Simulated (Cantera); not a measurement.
Reactions in the system N-O-Zr

Standard-state values (1 bar) from the NASA 1993 polynomials, evaluated with Cantera. Values are per mole of reaction as written; species without (g) are pure solids or liquids, kept so even where they would boil at 1 bar. ZrN: taken at fixed stoichiometry.

4 O3(g) + 6 ZrN = 6 ZrO2(g) + 3 N2(g)

```tsv
T (K)	ΔH° (kJ)	ΔS° (J/K)	ΔG° (kJ)	log10 K
1198	-171.1	917.6	-1270.5	55.39
1298	-182.1	908.8	-1361.8	54.80
1398	-193.7	900.3	-1452.2	54.26
1498	-205.9	891.8	-1541.8	53.76
1598	-219.0	883.3	-1630.6	53.30
1698	-233.1	874.8	-1718.5	52.86
1798	-248.3	866.1	-1805.5	52.45
1898	-264.6	857.3	-1891.7	52.06
1998	-282.2	848.2	-1977.0	51.68
2098	-301.1	839.0	-2061.4	51.32
```
